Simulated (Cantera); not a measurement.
Charge: 1 mol BN, 24 mol H2O, 11 mol H2, held at 0.000430 bar.

These are equilibrium values from Cantera (NASA tables, ideal gas, pure condensed phases), not measurements of a reactor. Candidate condensed phases: B, BN, B2O3, B3O3H3, H2O; 39 gas species. Gases not in the tables: H3BO3. The numbers say what is thermodynamically allowed, not how fast it happens.

Q: At 1525 K, list the 6 most abundant gas species with their mole fractions, and the condensed phases.

A: H2O 0.611, H2 0.347, HBO2 0.0277, N2 0.0139, H 0.000672, B2O3 4.94e-5. Condensed: gas only.
